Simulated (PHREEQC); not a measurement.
## Brine (model solution)

Dissolve 0.36 mol CaCl2, 0.0185 mol SrCl2 and 8e-05 mol H4SiO4 per kg of water at 55 °C and 500 atm. Closed to the air; pH follows from the charge balance.

The numbers come from PHREEQC with the Pitzer model, pitzer.dat.

No solid was allowed to form.

Q: What pH, osmotic coefficient, density does the model give?

A: pH 6.17; osmotic coefficient 0.887; density 1.040 g/cm³.

Species that the database lacks are ignored. In brines, pH and single-ion activities rest on the MacInnes convention. Under pressure, the constants of complexes without a molar volume in the database are unreliable. At this temperature some constants are extrapolated from 25 °C, and those without enthalpy data are left unchanged.
